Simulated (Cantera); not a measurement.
A perfectly stirred reactor is fed with C₃H₈ : O₂ : N₂ = 1 : 8.2 : 30.8 (molar parts), equivalence ratio 0.61, at 3750 Torr; it is adiabatic with a 350 K inlet, and is followed from long to short residence time, starting on the burning branch (τ in s: 0.093, 0.047, 0.024, 0.012, 0.0062, 0.0031, 0.0016, 0.00081, 0.00041, 0.00021, 0.00011, 5.4e-05).

Model: GRI-Mech 3.0 (53 species, 325 reactions), integrated in Cantera. GRI-Mech 3.0 was tuned for natural gas; its chemistry of propane as a main component is partial and can be far from experiment.

### Question
What does this change do: pressure from 3750 Torr to 750 Torr?

### Answer
```csv
quantity,before,after
"blow-out, bracketed by the residence times tried","burning at 0.210 ms, out at 0.110 ms","burning at 0.210 ms, out at 0.110 ms"
x(C₃H₈) at τ = 93.0 ms,6.02e-7,1.07e-6
x(O₂) at τ = 93.0 ms,0.0780,0.0779
x(CH₃) at τ = 93.0 ms,6.40e-7,1.09e-6
x(C₂H₄) at τ = 93.0 ms,2.56e-6,3.74e-6
x(HCO) at τ = 93.0 ms,3.32e-9,1.70e-8
x(C₃H₈) at τ = 1.60 ms,1.24e-5,1.66e-5
x(O₂) at τ = 1.60 ms,0.0791,0.0802
x(CH₃) at τ = 1.60 ms,9.80e-6,1.26e-5
x(C₂H₄) at τ = 1.60 ms,3.64e-5,3.80e-5
x(HCO) at τ = 1.60 ms,2.26e-7,1.31e-6
```
